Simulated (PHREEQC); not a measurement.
**Polishing slurry liquid: an equilibrium model**

A solution holds 3.7 mmol/kgw KOH and 0.037 mmol/kgw CO2, at 25 °C. Closed to the air; pH follows from the charge balance.

Computed with PHREEQC (Pitzer model, pitzer.dat).

This is a speciation only: nothing precipitates in the calculation.

**Question.** Predict the pH.

**Answer.** pH 11.53.

**Question.** In which forms is C present?

**Answer.** CO3-2 95 %, HCO3- 5.0 % of the C.
